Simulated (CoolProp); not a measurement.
Vapour-liquid equilibrium of ethanol (1) + isohexane (2) at 0.992 MPa; x and y are mole fractions of (1).

Computed with CoolProp (multi-fluid Helmholtz-energy mixture model, Schroeder 2014 and Lemmon 2006; pair parameters Bell 2016).

| x | bubble temperature, mixture model (K) | bubble temperature, Raoult's law (K) | y, mixture model | y, Raoult's law |
|---|---|---|---|---|
| 0.05 | [?] | 427.9 | 0.127 | 0.056 |
| 0.125 | 415.8 | 427.4 | 0.256 | 0.138 |
| 0.2 | 412.4 | 427.0 | [?] | 0.218 |
| 0.275 | 410.4 | 426.5 | 0.394 | 0.297 |
| 0.35 | 409.4 | 426.2 | 0.435 | 0.374 |
| 0.425 | 408.9 | 425.8 | 0.467 | 0.450 |
| 0.5 | 408.8 | 425.4 | 0.496 | 0.525 |
| 0.575 | 408.9 | 425.1 | 0.524 | 0.599 |
| 0.65 | 409.4 | 424.8 | 0.555 | 0.671 |
| 0.725 | 410.4 | 424.5 | [?] | 0.743 |
| 0.8 | 412.0 | 424.2 | 0.651 | 0.814 |
| 0.875 | 414.8 | 424.0 | 0.736 | 0.884 |
| 0.95 | 419.3 | 423.7 | 0.870 | 0.954 |

Task: What belongs in the gaps?

Result: 
- 0.05, bubble temperature, mixture model (K): 421.9
- 0.2, y, mixture model: 0.338
- 0.725, y, mixture model: 0.594

The largest gap from Raoult's law is -16.9 K in bubble temperature, at x = 0.425. y crosses x between x = 0.425 and 0.5: the model has an azeotrope there.

Pair parameters are fitted to limited data, so mixtures are less certain than the pure fluids.
